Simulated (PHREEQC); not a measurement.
A solution holds 65 mmol/kgw H3PO4 and 0.4 mmol/kgw NaF, at 30 °C. Closed to the air; pH follows from the charge balance.

Equilibrium calculation in PHREEQC: ion-association model, phreeqc.dat.

No solid was allowed to form.

Task: What pH, specific conductance does the model give?

Result: pH 1.77; specific conductance 7460 µS/cm.

Task: In which forms is P present?

Result: H3PO4 70 %, H2PO4- 30 % of the P.
